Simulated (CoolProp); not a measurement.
Model: reference Helmholtz-energy equation of state, Thol 2015, in CoolProp.

For octamethylcyclotetrasiloxane (D4), give the phase and the Z, fugacity coefficient at 375.5 K and 4.35 MPa; 423.7 K and 0.16 MPa.


- 375.5 K and 4.35 MPa: liquid; Z 0.474, fugacity coefficient 0.00352
- 423.7 K and 0.16 MPa: liquid; Z 0.0168, fugacity coefficient 0.307
